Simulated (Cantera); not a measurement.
A closed system holds: 1 mol BN, 0.6 mol Cl2, 8.7 mol N2, at 0.000150 bar.

Method: chemical equilibrium by Gibbs-energy minimisation in Cantera with the NASA 1993 tables (ideal gas, pure condensed phases). Candidate condensed phases: B, BN; 10 gas species. Kinetics and transport are ignored.

Over these rows the condensed part is BN(s). Partial pressures as log10 of bar:

```
T (K)  1000/T (1/K)  log p Cl  log p N2  log p BCl3
-----  ------------  --------  --------  ----------
850          1.1765    -10.70     -3.84       -5.19
950          1.0526     -9.57     -3.84       -5.19
1050         0.9524         ?     -3.84       -5.19
1150         0.8696     -7.89     -3.84       -5.19
1250         0.8000     -7.25     -3.84       -5.19
1350         0.7407     -6.71     -3.84       -5.20
```

Q: Fit log p(Cl) = a + b·(1000/T) to the five rows, give the apparent enthalpy, and predict the row at 1050 K.

A: Means: 1000/T = 0.9279, log p = -8.424. Sxy = -1.210867, Sxx = 0.1321532, so b = -9.16 and a = -8.424 − (-9.16)×0.9279 = 0.08.
Apparent enthalpy: −19.145 × (-9.16) = 175 kJ/mol. With the condensed phases at unit activity, 1/6 N2(g) + 1/3 BCl3(g) = Cl(g) + 1/3 BN(s) links this pressure to the main gases: over the six rows their terms move log p by -0.00 in all, so the slope is close to that reaction's ΔH°. The five rows lie within 0.01 of the line.
Prediction at 1050 K: 0.08 + (-9.16)×0.9524 = -8.64. The computed value is -8.65, 0.01 from the line.
